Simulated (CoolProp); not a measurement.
n-dodecane at several states: Z from the reference equation and from simpler models built on Tc = 658.1 K, pc = 1818 kPa, ω = 0.574; each cubic takes its own stable root.

Values from CoolProp's reference Helmholtz-energy equation of state, Lemmon 2004. It is a short technical equation, of lower accuracy than the large ones.

| T (K) | p (kPa) | phase | reference |
|---|---|---|---|
| 556.5 | 25.5 | gas | 0.9893 |
| 352.7 | 56.4 | liquid | 0.004645 |
| 473.8 | 4700 | liquid | 0.3284 |
| 278.7 | 469 | liquid | 0.04534 |
| 449 | 20.9 | gas | 0.9802 |
| 558.6 | 670 | liquid | 0.04702 |

Question: How far does each simpler model (van der Waals, Redlich-Kwong, Soave-Redlich-Kwong, Peng-Robinson) lie from the reference over these 6 states: mean and median of the absolute difference, and the worst?

Answer: 
- van der Waals: mean 3726.2 %, median 88.3 %, worst +20569.5 % at 352.7 K and 56.4 kPa
- Redlich-Kwong: mean 265.2 %, median 29.5 %, worst +1499.3 % at 558.6 K and 670 kPa
- Soave-Redlich-Kwong: mean 15.8 %, median 21.7 %, worst +27.0 % at 278.7 K and 469 kPa
- Peng-Robinson: mean 6.6 %, median 7.7 %, worst +13.4 % at 278.7 K and 469 kPa

At some of these states van der Waals, Redlich-Kwong gives the other phase, because its saturation line lies elsewhere.
